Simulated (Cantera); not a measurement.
# Ignition delay

Mixture: CH3OH : O2 : N2 : H2O = 1 : 0.75 : 1.95 : 0.29 (molar parts), equivalence ratio 2.0, at 15.0 bar, adiabatic and at constant pressure. Ignition delay is the time to a rise of 400 K.

Computed with Cantera and GRI-Mech 3.0 (53 species, 325 reactions). GRI-Mech 3.0 was tuned for natural gas; its chemistry of methanol as a main component is partial and can be far from experiment. The pressure lies above the range GRI-Mech 3.0 was tuned for (to about 10 atm).

| T0 (K) | delay (ms) |
|---|---|
| 1275 | 0.240 |
| 1325 | 0.116 |
| 1375 | 0.0598 |
| 1425 | 0.0325 |
| 1475 | 0.0186 |
| 1525 | 0.0111 |

The apparent activation energy between 1425 and 1525 K is 190 kJ/mol.
